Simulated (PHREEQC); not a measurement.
A solution holds 0.14 mol/kgw CuSO4 and 0.0038 mol/kgw MnSO4, at 85 °C. It is in equilibrium with CO2 at log p = -3.4 (atm). Otherwise closed; pH follows from the charge balance.

Equilibrium calculation in PHREEQC: ion-association model, phreeqc.dat.

Q: The ionic strength comes out as 0.276 mol/kgw. What activity coefficients do Cu+2, H+, SO4-2, HSO4-, Mn+2 get?

A: Cu+2 0.26, H+ 0.76, SO4-2 0.22, HSO4- 0.71, Mn+2 0.26.

No solid was allowed to form. Constants without temperature data keep their 25 °C values here.
